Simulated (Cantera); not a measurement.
What does this Cantera script print?

```python
import numpy as np
import cantera as ct

gas_names = [...]  # 76 gases of nasa_gas.yaml made of C, H
cond_names = """
    C(gr) C6H6(L) C7H8(L) C8H18(L),n-octa
""".split()


# ... load() reads the species with a 1 bar reference pressure and builds the phases ...
atoms = {
    'n-butane': {'C': 4, 'H': 10},
    'H2': {'H': 2},
}
top_T = {'C(gr)': 4500}  # K; cautious upper limits of use, not melting points


# ... equilibrate(T, P, feed) seeds the gas with the atoms and calls Mixture.equilibrate('TP', solver="vcs", rtol=1e-11, max_steps=5000) ...
results = []
feed = {'n-butane': 1, 'H2': 3.9}  # mol
for P in [10, 46, 220, 1000, 4600, 22000, 100000, 460000, 2200000, 10000000]:
    for T in [2373, 2423, 2473, 2523, 2573, 2623, 2673, 2723, 2773, 2823, 2873]:
        mix = equilibrate(T, P, feed)
        results.append((T, P, feed, dict(zip(mix.species_names, mix.species_moles))))

for T, P, feed, n in results:
    print(f"{T:7g} {P:10.4g}  " + (" + ".join(c for c in cond_names if n.get(c, 0) > 1e-12) or "gas only"))
```

Output:

```
   2373         10  C(gr)
   2423         10  C(gr)
   2473         10  C(gr)
   2523         10  C(gr)
   2573         10  C(gr)
   2623         10  C(gr)
   2673         10  gas only
   2723         10  gas only
   2773         10  gas only
   2823         10  gas only
   2873         10  gas only
   2373         46  C(gr)
   2423         46  C(gr)
   2473         46  C(gr)
   2523         46  C(gr)
   2573         46  C(gr)
   2623         46  C(gr)
   2673         46  C(gr)
   2723         46  C(gr)
   2773         46  C(gr)
   2823         46  gas only
   2873         46  gas only
   2373        220  C(gr)
   2423        220  C(gr)
   2473        220  C(gr)
   2523        220  C(gr)
   2573        220  C(gr)
   2623        220  C(gr)
   2673        220  C(gr)
   2723        220  C(gr)
   2773        220  C(gr)
   2823        220  C(gr)
   2873        220  C(gr)
   2373       1000  C(gr)
   2423       1000  C(gr)
   2473       1000  C(gr)
   2523       1000  C(gr)
   2573       1000  C(gr)
   2623       1000  C(gr)
   2673       1000  C(gr)
   2723       1000  C(gr)
   2773       1000  C(gr)
   2823       1000  C(gr)
   2873       1000  C(gr)
   2373       4600  C(gr)
   2423       4600  C(gr)
   2473       4600  C(gr)
   2523       4600  C(gr)
   2573       4600  C(gr)
   2623       4600  C(gr)
   2673       4600  C(gr)
   2723       4600  C(gr)
   2773       4600  C(gr)
   2823       4600  C(gr)
   2873       4600  C(gr)
   2373    2.2e+04  C(gr)
   2423    2.2e+04  C(gr)
   2473    2.2e+04  C(gr)
   2523    2.2e+04  C(gr)
   2573    2.2e+04  C(gr)
   2623    2.2e+04  C(gr)
   2673    2.2e+04  C(gr)
   2723    2.2e+04  C(gr)
   2773    2.2e+04  C(gr)
   2823    2.2e+04  C(gr)
   2873    2.2e+04  C(gr)
   2373      1e+05  C(gr)
   2423      1e+05  C(gr)
   2473      1e+05  C(gr)
   2523      1e+05  C(gr)
   2573      1e+05  C(gr)
   2623      1e+05  C(gr)
   2673      1e+05  C(gr)
   2723      1e+05  C(gr)
   2773      1e+05  C(gr)
   2823      1e+05  C(gr)
   2873      1e+05  C(gr)
   2373    4.6e+05  C(gr)
   2423    4.6e+05  C(gr)
   2473    4.6e+05  C(gr)
   2523    4.6e+05  C(gr)
   2573    4.6e+05  C(gr)
   2623    4.6e+05  C(gr)
   2673    4.6e+05  C(gr)
   2723    4.6e+05  C(gr)
   2773    4.6e+05  C(gr)
   2823    4.6e+05  C(gr)
   2873    4.6e+05  C(gr)
   2373    2.2e+06  C(gr)
   2423    2.2e+06  C(gr)
   2473    2.2e+06  C(gr)
   2523    2.2e+06  C(gr)
   2573    2.2e+06  C(gr)
   2623    2.2e+06  C(gr)
   2673    2.2e+06  C(gr)
   2723    2.2e+06  C(gr)
   2773    2.2e+06  C(gr)
   2823    2.2e+06  C(gr)
   2873    2.2e+06  C(gr)
   2373      1e+07  C(gr)
   2423      1e+07  C(gr)
   2473      1e+07  C(gr)
   2523      1e+07  C(gr)
   2573      1e+07  C(gr)
   2623      1e+07  C(gr)
   2673      1e+07  C(gr)
   2723      1e+07  C(gr)
   2773      1e+07  C(gr)
   2823      1e+07  C(gr)
   2873      1e+07  C(gr)
```

These are equilibrium values from Cantera (NASA tables, ideal gas, pure condensed phases), not measurements of a reactor. The ideal-gas law is rough above about 30 bar.
